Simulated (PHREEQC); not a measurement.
Synthetic water in mg/kgw, 25 °C, pH 1.95, pe 8.8:

```csv
constituent,mg/kgw
Na,111
K,13.1
Ca,70.4
Mg,17.9
Cl,78
S(6) as SO4,1450
Ni,1.04
Li,0.212
B,0.0115
Zn,3.2
```

Valence states are taken as typed.

Equilibrium calculation in PHREEQC: ion-association model, wateq4f.dat.

No solid was allowed to form.

Order these Ni species by the share of Ni that they hold, largest first: NiSO4, Ni+2, NiCl+.

Ni+2 (70 %), NiSO4 (30 %), NiCl+ (0.19 %)

The pH is 1.95 and the ionic strength 0.0333 mol/kgw. Species that the database lacks are ignored.
